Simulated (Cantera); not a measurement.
## Thermodynamics of hydrogen reduction and annealing atmospheres, feed PbO + H2

Feed: 1 mol PbO, 10 mol H2, at 1 atm.

Cantera equilibrium calculation (NASA polynomials, part measured and part estimated; ideal gas, pure solids and liquids). Candidate condensed phases: H2O, Pb, PbO, PbO2, Pb3O4; 12 gas species. Rates play no part.

```tsv
T (K)	x H2	x H2O	x Pb	x H	x Pb2	x PbO	x OH	n Pb(l)
1248	0.899	0.0999	0.00128	4.40e-7	7.65e-8	7.39e-9	4.99e-10	0.987
1323	0.897	0.0997	0.00347	1.49e-6	4.01e-7	3.92e-8	2.40e-9	0.965
1398	0.892	0.0992	0.00841	4.44e-6	1.75e-6	1.73e-7	9.73e-9	0.915
1473	0.883	0.0981	0.0186	1.18e-5	6.54e-6	6.58e-7	3.42e-8	0.810
1548	0.866	0.0962	0.0379	2.85e-5	2.14e-5	2.19e-6	1.06e-7	0.605
1623	0.835	0.0927	0.0724	6.27e-5	6.23e-5	6.52e-6	2.92e-7	0.218
1698	0.818	0.0909	0.0907	0.000130	7.99e-5	1.23e-5	7.42e-7	0
1773	0.818	0.0909	0.0908	0.000256	6.62e-5	1.77e-5	1.76e-6	0
1848	0.818	0.0909	0.0908	0.000476	5.57e-5	2.49e-5	3.89e-6	0
1923	0.817	0.0908	0.0907	0.000846	4.74e-5	3.41e-5	8.09e-6	0
```
x: gas mole fraction; n: condensed amount in mol.

From 1248 K to 1623 K the condensed part is Pb(l). From 1698 K to 1923 K nothing is condensed. The main Pb-bearing gas is Pb throughout.
